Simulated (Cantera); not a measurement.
## Adiabatic ignition

An adiabatic, constant-pressure homogeneous reactor starts with CH4 : O2 : N2 = 1 : 1.11 : 4.18 (molar parts), at 1550 K and 1000000 Pa.

Model: GRI-Mech 3.0 (53 species, 325 reactions), integrated in Cantera.

```tsv
t (s)	T (K)	x CH4	x O2	x NO	x CH2O	x HCO	x H2O	x OH
3.00e-6	1550	0.159	0.176	<1e-12	1.68e-6	3.26e-11	4.69e-6	5.47e-8
6.68e-6	1550	0.159	0.176	<1e-12	1.13e-5	2.94e-10	2.42e-5	1.32e-7
1.49e-5	1550	0.159	0.176	<1e-12	7.29e-5	2.99e-9	0.000125	2.91e-7
3.32e-5	1552	0.158	0.176	<1e-12	0.000333	1.93e-8	0.000569	5.41e-7
7.39e-5	1563	0.155	0.174	5.02e-12	0.00123	1.19e-7	0.00277	1.43e-6
0.000165	2705	0.000174	2.17e-5	0.000173	4.78e-6	1.23e-6	0.148	0.00167
0.000367	2696	2.52e-10	2.78e-5	0.000337	6.02e-8	8.13e-7	0.146	0.00187
0.000818	2696	2.51e-10	2.78e-5	0.000320	6.02e-8	8.14e-7	0.146	0.00187
0.00182	2696	2.51e-10	2.78e-5	0.000314	6.02e-8	8.14e-7	0.146	0.00187
0.00406	2696	2.51e-10	2.78e-5	0.000313	6.02e-8	8.14e-7	0.146	0.00187
0.00904	2696	2.51e-10	2.78e-5	0.000313	6.02e-8	8.14e-7	0.146	0.00187
0.0201	2696	2.51e-10	2.78e-5	0.000313	6.02e-8	8.14e-7	0.146	0.00187
0.0449	2696	2.51e-10	2.78e-5	0.000313	6.02e-8	8.14e-7	0.146	0.00187
0.100	2696	2.51e-10	2.78e-5	0.000313	6.02e-8	8.14e-7	0.146	0.00187
```
x: mole fraction; the columns are a selection and need not sum to one.

```yaml
time_of_steepest_temperature_rise: 0.155 ms
temperature at 0.100 s: 2696 K
equilibrium_temperature: 2696 K
x(CH4) at 0.100 s: 2.51e-10 (gas-phase equilibrium 2.82e-10)
x(O2) at 0.100 s: 2.78e-5 (gas-phase equilibrium 2.78e-5)
x(NO) at 0.100 s: 0.000313 (gas-phase equilibrium 0.000313)
```
